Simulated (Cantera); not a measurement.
## CF4 + F2 + H2 (fluorocarbon and chlorocarbon gases)

Feed: 1 mol CF4, 0.1 mol F2, 3.8 mol H2, held at 0.130 bar.

Cantera equilibrium calculation (NASA polynomials, part measured and part estimated; ideal gas, pure solids and liquids). Candidate condensed phases: C, C6H6, C7H8, C8H18; 95 gas species. Kinetics and transport are ignored.

| T (°C) | x HF | x H2 | x H | x C2H2 (acetylene) | x F | n C(graphite) |
|---|---|---|---|---|---|---|
| 2402 | 0.686 | 0.238 | 0.0699 | 0.00513 | 0.000644 | 0.933 |
| 2452 | 0.681 | 0.229 | 0.0828 | 0.00590 | 0.000881 | 0.920 |
| 2502 | 0.675 | 0.219 | 0.0972 | 0.00671 | 0.00119 | 0.905 |
| 2552 | 0.669 | 0.208 | 0.113 | 0.00753 | 0.00161 | 0.888 |
| 2602 | 0.662 | 0.196 | 0.130 | 0.00835 | 0.00214 | 0.866 |
| 2652 | 0.654 | 0.183 | 0.148 | 0.00912 | 0.00284 | 0.838 |
| 2702 | 0.644 | 0.170 | 0.167 | 0.00983 | 0.00374 | 0.801 |
x: gas mole fraction; n: condensed amount in mol.

From 2402 °C to 2702 °C the condensed part is C(graphite). The main C-bearing gas is C2H2 (acetylene) throughout. The share of C in condensed phases is highest at 2402 °C (93.3 %) and lowest at 2702 °C (80.1 %).
